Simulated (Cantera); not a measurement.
Input: 1 mol Si, 3.8 mol N2O, 120 mol H2, 0.63 mol CO2, held at 1600 °C and 0.0390 bar.

These are equilibrium values from Cantera (NASA tables, ideal gas, pure condensed phases), not measurements of a reactor. Candidate condensed phases: C, C6H6, C7H8, C8H18, H2O, Si, SiC, SiO2, Si2N2O, Si3N4; 151 gas species. The tables hold silica as quartz up to 1696 K and as liquid above; real silica turns to tridymite and cristobalite and melts near 1996 K. Equilibrium is a limit: real reactors are often held back by kinetics, nucleation or transport.

Base state: H2 0.927, N2 0.0303, H2O 0.0269, SiO 0.00760, CO 0.00498, H 0.00315, CO2 3.52e-5 (mole fractions); condensed: SiO2(condensed).

Task: What changes in the equilibrium state with this change: temperature from 1600 °C to 727 °C?

Result: 
```json
[
 {"species": "H2", "before": "0.927", "after": "0.945"},
 {"species": "N2", "before": "0.0303", "after": "0.0305"},
 {"species": "H2O", "before": "0.0269", "after": "0.0194"},
 {"species": "SiO", "before": "0.00760", "after": "<1e-9"},
 {"species": "H", "before": "0.00315", "after": "1.12e-8"},
 {"species": "CH4", "before": "<1e-9", "after": "1.23e-5"},
 {"species": "CO2", "before": "3.52e-5", "after": "0.000145"},
 {"species": "CO", "before": "0.00498", "after": "0.00491"},
 {"species": "SiO2(condensed), mol", "before": "0.0461", "after": "0"},
 {"species": "SiO2(β-quartz), mol", "before": "0", "after": "1.00"}
]
```

Task: What changes in the equilibrium state with this change: CO2 from 0.63 to 0.098 mol?

Result: 
```tsv
species	before	after
H2	0.927	0.935
N2	0.0303	0.0304
H2O	0.0269	0.0232
CO	0.00498	0.000779
SiO	0.00760	0.00799
CO2	3.52e-5	4.70e-6
H	0.00315	0.00316
SiO2(condensed), mol	0.0461	0
```

Task: What changes in the equilibrium state with this change: H2 from 120 to 7.3 mol?

Result: 
```
species                before     after
--------------------  -------  --------
H2                      0.927     0.419
N2                     0.0303     0.323
H2O                    0.0269     0.202
CO                    0.00498    0.0480
SiO                   0.00760  0.000458
CO2                   3.52e-5   0.00563
OH                    7.09e-6   7.90e-5
SiO2(condensed), mol   0.0461     0.995
```
